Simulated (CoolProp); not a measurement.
Aqueous potassium carbonate as a coolant, at 17 °C, 1 atm.

The numbers come from the Melinder's fits for secondary coolants in CoolProp.

| mass % | freezing point (°C) | viscosity (mPa s) | cp (kJ/(kg K)) | density (kg/m³) | conductivity (W/(m K)) |
|---|---|---|---|---|---|
| 2.3 | -0.7 | 1.13 | ? | 1020 | 0.591 |
| 5.3 | -1.8 | 1.21 | 3.888 | 1048 | 0.589 |
| 8.3 | -2.9 | 1.30 | 3.758 | 1076 | 0.585 |
| 11.2 | -4.1 | 1.40 | 3.642 | 1103 | 0.582 |
| 14.2 | -5.5 | 1.52 | 3.527 | 1133 | 0.579 |
| 17.2 | -7.1 | ? | 3.412 | 1163 | 0.576 |
| 20.1 | -8.9 | 1.83 | 3.300 | 1193 | 0.574 |
| 23.1 | -11.1 | 2.04 | 3.188 | ? | 0.571 |
| 26.1 | -13.9 | 2.30 | 3.080 | 1257 | 0.568 |
| 29 | -17.3 | 2.60 | 2.984 | 1289 | 0.565 |
| 32 | -21.5 | 3.00 | 2.896 | 1323 | 0.562 |

Q: Complete the blanks.

A: 
- 2.3, cp (kJ/(kg K)): 4.041
- 17.2, viscosity (mPa s): 1.67
- 23.1, density (kg/m³): 1224
